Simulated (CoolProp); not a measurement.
Ethylene at several states: density (kg/m³) from the reference equation and from simpler models built on Tc = 282.4 K, pc = 50.42 bar, ω = 0.087; each cubic takes its own stable root.

The numbers come from the reference Helmholtz-energy equation of state, Smukala 2000 in CoolProp.

```tsv
T (K)	p (bar)	phase	reference	ideal gas	van der Waals	Soave-Redlich-Kwong	Peng-Robinson
329.9	0.381	gas	0.3903	0.3897	0.3903	0.3903	0.3904
269.9	19.6	gas	29.61	24.50	28.73	29.59	30.13
235.4	6.77	gas	10.60	9.704	10.38	10.58	10.65
```
